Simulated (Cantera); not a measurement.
What does this Cantera script print?

```python
import numpy as np
import cantera as ct

gas = ct.Solution("gri30.yaml")
gas.TPX = 973, 15000, {'H2': 0.93, 'O2': 1, 'N2': 2.3, 'H2O': 0.018}
reactor = ct.IdealGasConstPressureReactor(gas, energy="off", clone=False)
net = ct.ReactorNet([reactor])
net.rtol, net.atol = 1e-08, 1e-18
show = ['H2', 'O2', 'H2O2', 'O', 'HO2', 'H2O']
times = np.geomspace(8e-06, 20, 14)

steps = ct.SolutionArray(gas, extra=["t"])
rows = []
print(f"{'t/s':>10s}{'T/K':>9s}{'P/Pa':>11s}" + "".join(f"{s:>11s}" for s in show))
for t in times:
    while net.time < t:
        t_next = net.step()
        steps.append(gas.state, t=t_next)
    rows.append([np.interp(t, steps.t, y) for y in (steps.T, steps.P, *steps(*show).X.T)])
    print(f"{t:10.3e}{rows[-1][0]:9.1f}{rows[-1][1]:11.4g}" + "".join(f"{x:11.3e}" for x in rows[-1][2:]))
rate = np.gradient(steps.T, steps.t)
print("integrator steps:", len(steps.t))
if steps.T.max() > steps.T[0] + 200:
    print(f"time of steepest temperature rise: {steps.t[rate.argmax()]:.4e} s")
gas.TPX = 973, 15000, {'H2': 0.93, 'O2': 1, 'N2': 2.3, 'H2O': 0.018}
gas.equilibrate("TP")
print(f"equilibrium (TP): T = {gas.T:.1f} K  " + "  ".join(f"{s} {gas[s].X[0]:.3e}" for s in show))
```

It prints:

```
       t/s      T/K       P/Pa         H2         O2       H2O2          O        HO2        H2O
 8.000e-06    973.0    1.5e+04  2.189e-01  2.354e-01  1.534e-15  1.166e-12  2.144e-11  4.237e-03
 2.485e-05    973.0    1.5e+04  2.189e-01  2.354e-01  1.515e-14  8.450e-12  6.916e-11  4.237e-03
 7.716e-05    973.0    1.5e+04  2.189e-01  2.354e-01  1.614e-13  6.523e-11  2.541e-10  4.237e-03
 2.396e-04    973.0    1.5e+04  2.189e-01  2.354e-01  3.630e-12  2.463e-09  3.497e-09  4.237e-03
 7.442e-04    973.0    1.5e+04  2.179e-01  2.350e-01  1.269e-07  9.005e-05  2.582e-05  5.014e-03
 2.311e-03    973.0    1.5e+04  5.229e-03  1.434e-01  3.499e-06  2.980e-04  3.622e-05  2.443e-01
 7.178e-03    973.0    1.5e+04  1.548e-03  1.420e-01  2.853e-06  3.890e-05  1.968e-05  2.488e-01
 2.229e-02    973.0    1.5e+04  5.080e-04  1.416e-01  2.203e-06  7.680e-06  9.661e-06  2.500e-01
 6.923e-02    973.0    1.5e+04  1.287e-04  1.415e-01  7.506e-07  1.262e-06  3.289e-06  2.504e-01
 2.150e-01    973.0    1.5e+04  1.696e-05  1.414e-01  7.194e-08  1.469e-07  5.135e-07  2.506e-01
 6.677e-01    973.0    1.5e+04  6.851e-07  1.414e-01  1.409e-08  1.857e-08  2.809e-08  2.506e-01
 2.074e+00    973.0    1.5e+04  7.741e-09  1.414e-01  3.968e-09  4.281e-09  2.409e-09  2.506e-01
 6.440e+00    973.0    1.5e+04  7.914e-10  1.414e-01  1.289e-09  1.303e-09  6.722e-10  2.506e-01
 2.000e+01    973.0    1.5e+04  2.520e-10  1.414e-01  4.442e-10  4.314e-10  3.391e-10  2.506e-01
integrator steps: 1751
equilibrium (TP): T = 973.0 K  H2 6.620e-11  O2 1.414e-01  H2O2 7.206e-11  O 6.613e-11  HO2 4.375e-10  H2O 2.506e-01
```

Cantera simulation using GRI-Mech 3.0 (53 species, 325 reactions); the numbers are that mechanism's predictions, not measurements. The temperature is held fixed by assumption; the heat of reaction is taken as removed at once.
